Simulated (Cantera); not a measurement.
An isothermal plug-flow reactor at 550 K and 5.00 bar (inlet), inlet velocity 0.69 m/s, active area per volume 2300 1/m; feed 0.543 % H2, 3.14 % O2, 95.3 % N2, 1.04 % H2O.

Model: Deutschmann's 1995 Pt surface mechanism with GRI-Mech 3.0 gas chemistry, integrated in Cantera. Catalytic surfaces can have several steady states; this one follows from the mechanism file's or the stated starting coverage. Mass transfer to the wall is taken as infinitely fast.

Q: Predict: x(H2) at z = 0.0041 m; x(O2) at z = 0.0041 m; x(H2O) at z = 0.0041 m; θ(free Pt) at the exit; θ(O*) at the exit; θ(OH*) at the exit.

A: 
```
Quantity                 Result
----------------------  -------
x(H2) at z = 0.0041 m   4.73e-5
x(O2) at z = 0.0041 m    0.0287
x(H2O) at z = 0.0041 m   0.0158
θ(free Pt) at the exit  0.00257
θ(O*) at the exit         0.987
θ(OH*) at the exit       0.0100
```
